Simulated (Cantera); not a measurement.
Cantera run, input and output.

```python
import numpy as np
import cantera as ct

gas = ct.Solution("gri30.yaml")
gas.TPX = 650, 180000, {'CH4': 1, 'O2': 1.18, 'N2': 4.42}
inlet = ct.Reservoir(gas, clone=True)
gas.equilibrate("HP")  # start burning
reactor = ct.IdealGasConstPressureReactor(gas, energy="on", clone=False)
exhaust = ct.Reservoir(gas, clone=True)
tau = [0.44, 0.16, 0.058, 0.021, 0.0077, 0.0028, 0.001, 0.00037, 0.00013, 4.9e-05, 1.8e-05][0]
for a, b in ((inlet, reactor), (reactor, exhaust)):
    ct.MassFlowController(a, b, mdot=lambda t: reactor.mass / tau)
net = ct.ReactorNet([reactor])
show = ['CH4', 'O2', 'CH2O', 'HO2', 'HCO']

rows = []
print(f"{'tau/s':>10s}{'T/K':>9s}" + "".join(f"{s:>11s}" for s in show))
for tau in [0.44, 0.16, 0.058, 0.021, 0.0077, 0.0028, 0.001, 0.00037, 0.00013, 4.9e-05, 1.8e-05]:
    net.initial_time = 0.0
    net.advance(30 * tau)
    before = gas.X
    net.advance(40 * tau)
    drift = np.max(np.abs(gas.X - before) / (gas.X + 1e-9))
    rows.append([gas.T, *gas[show].X, drift])
    print(f"{tau:10.3e}{gas.T:9.1f}" + "".join(f"{x:11.3e}" for x in gas[show].X))
```

It prints:

```
     tau/s      T/K        CH4         O2       CH2O        HO2        HCO
 4.400e-01   2023.9  4.692e-04  2.615e-05  7.685e-07  5.740e-09  4.199e-08
 1.600e-01   2026.5  9.957e-04  6.802e-05  1.794e-06  1.500e-08  5.474e-08
 5.800e-02   2030.4  1.828e-03  1.721e-04  3.935e-06  3.870e-08  8.339e-08
 2.100e-02   2034.4  2.919e-03  4.200e-04  8.224e-06  9.852e-08  1.485e-07
 7.700e-03   2035.5  4.180e-03  9.774e-04  1.655e-05  2.484e-07  2.978e-07
 2.800e-03   2028.7  5.684e-03  2.232e-03  3.308e-05  6.532e-07  6.561e-07
 1.000e-03   2003.2  7.940e-03  5.268e-03  6.874e-05  1.944e-06  1.549e-06
 3.700e-04   1911.9  1.432e-02  1.563e-02  1.783e-04  8.446e-06  3.676e-06
 1.300e-04    650.0  1.515e-01  1.788e-01 -9.947e-18  1.023e-15 -3.588e-30
 4.900e-05    650.0  1.515e-01  1.788e-01  3.725e-20  3.856e-16  1.342e-32
 1.800e-05    650.0  1.515e-01  1.788e-01  5.305e-21  1.421e-16  1.901e-33
```

Detailed kinetics in Cantera: GRI-Mech 3.0 (53 species, 325 reactions).
